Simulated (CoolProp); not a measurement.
Cyclopentane at several states: density (kg/m³) from the reference equation and from simpler models built on Tc = 511.7 K, pc = 4.583 MPa, ω = 0.202; each cubic takes its own stable root.

Computed with CoolProp (reference Helmholtz-energy equation of state, Gedanitz 2015).

```
T (K)  p (MPa)   phase  reference  van der Waals  Redlich-Kwong
-----  -------  ------  ---------  -------------  -------------
414.8     21.5  liquid      653.0          457.1          624.3
251.6     2.84  liquid      786.7          501.7          741.9
343.9    0.187     gas      4.847          4.736          4.795
```
